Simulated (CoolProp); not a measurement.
Computed with CoolProp (reference Helmholtz-energy equation of state, Thol 2017).

For decamethyltetrasiloxane (MD2M), give the phase and the Z, cp (kJ/(kg K)), cv (kJ/(kg K)), expansivity (1/kK) at 600 K and 8.17 MPa.


- 600 K and 8.17 MPa: supercritical; Z 0.887, cp 2.27, cv 2.05, expansivity 1.78
